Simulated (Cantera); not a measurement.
Feed: 1 mol SiCl4, 0.22 mol O2, 0.14 mol H2, held at 1052 °C and 0.133 bar.

These are equilibrium values from Cantera (NASA tables, ideal gas, pure condensed phases), not measurements of a reactor. Candidate condensed phases: H2O, Si, SiO2; 30 gas species. The tables hold silica as quartz up to 1696 K and as liquid above; real silica turns to tridymite and cristobalite and melts near 1996 K. The numbers say what is thermodynamically allowed, not how fast it happens.

**Question.** What is the equilibrium state?

**Answer.** 
```
Item                                  Value
--------------------------------  ---------
x(SiCl4)                              0.568
x(Cl2)                                0.209
x(HCl)                                0.204
x(Cl)                                0.0193
x(SiCl3)                            6.20e-6
n(SiO2(β-quartz))                 0.220 mol
gas amount                        1.373 mol
log10 activity of Si(s) (absent)     -17.30
```
